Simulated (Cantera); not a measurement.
An isothermal, constant-pressure homogeneous reactor starts with H2 : O2 : N2 = 0.93 : 1 : 2.3 (molar parts), equivalence ratio 0.47, at 973 K and 0.150 bar.

Model: GRI-Mech 3.0 (53 species, 325 reactions), integrated in Cantera. The temperature is held fixed by assumption; the heat of reaction is taken as removed at once.

x: mole fraction; the columns are a selection and need not sum to one.

```csv
t (s),x H2,x O2,x H2O2,x O,x HO2,x H2O
8.00e-6,0.220,0.236,<1e-12,1.18e-12,2.16e-11,1.00e-12
2.48e-5,0.220,0.236,<1e-12,8.57e-12,6.96e-11,1.65e-11
7.72e-5,0.220,0.236,<1e-12,6.65e-11,2.55e-10,3.00e-10
0.000240,0.220,0.236,3.65e-12,2.59e-9,3.52e-9,1.90e-8
0.000744,0.219,0.236,1.29e-7,0.000107,2.51e-5,0.000913
0.00231,0.00512,0.144,3.47e-6,0.000297,3.58e-5,0.241
0.00718,0.00152,0.143,2.80e-6,3.91e-5,1.94e-5,0.245
0.0223,0.000494,0.142,2.13e-6,7.74e-6,9.45e-6,0.246
0.0692,?,0.142,?,?,?,0.247
0.215,1.54e-5,0.142,6.91e-8,1.46e-7,4.70e-7,0.247
0.668,5.96e-7,0.142,1.42e-8,1.89e-8,2.55e-8,0.247
2.07,7.02e-9,0.142,3.98e-9,4.36e-9,2.38e-9,0.247
6.44,7.91e-10,0.142,1.29e-9,1.32e-9,6.73e-10,0.247
20.0,2.51e-10,0.142,4.42e-10,4.36e-10,3.38e-10,0.247
```

Question: What belongs in the gaps?

Answer: 
- 0.0692, x H2: 0.000122
- 0.0692, x H2O2: 7.04e-7
- 0.0692, x O: 1.27e-6
- 0.0692, x HO2: 3.15e-6
